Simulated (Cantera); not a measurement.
Equilibrium for carbon deposition, reforming and gasification: C2H4 + H2

Charge: 1 mol C2H4, 6.1 mol H2, held at 1323 K and 82.5 Torr.

Cantera equilibrium calculation (NASA polynomials, part measured and part estimated; ideal gas, pure solids and liquids). Candidate condensed phases: C, C6H6, C7H8, C8H18; 76 gas species. Equilibrium is a limit: real reactors are often held back by kinetics, nucleation or transport.

* **x(H2)**: 0.999
* **x(CH4)**: 0.000747
* **x(H)**: 4.78e-6
* **n(C(graphite))**: 1.99 mol
* **gas amount**: 8.094 mol
